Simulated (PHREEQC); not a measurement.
0.027 g of hydrous ferric oxide (600 m²/g; 0.2 weak and 0.005 strong sites per Fe, Dzombak-Morel constants, diffuse double layer) in 1 kg of water with 0.005 mol/kgw of an inert sodium salt and 2.2e-05 mol MnCl2, at 25 °C; the pH is set by adding NaOH or the inert anion's acid. The system is closed to oxygen. No CO2 enters from the air. No solid was allowed to form.

Base run: PHREEQC, ion-association model, wateq4f.dat. Each further column changes one thing. The table gives surface potential ψ (mV).

```tsv
pH	base	background salt from 0.005 to 0.0005 mol/kgw	oxide from 0.027 to 0.14 g/kgw	0.00011 mol/kgw ZnSO4 added
3	215	237	215	110
3.5	207	230	207	109
4	194	215	193	107
4.5	177	195	177	104
5	158	172	158	99
5.5	137	147	137	92
6	114	121	114	83
6.5	89	94	89	75
7	64	67	64	73
7.5	39	41	38	75
8	21	22	13	76
8.5	8	9	-14	69
9	-7	-6	-42	50
```

The oxide is taken as insoluble; below pH 4 it would dissolve. In at least one series the solution becomes supersaturated in solids that the run did not let form, among them Zn(OH)2-a, Zn4(OH)6SO4.
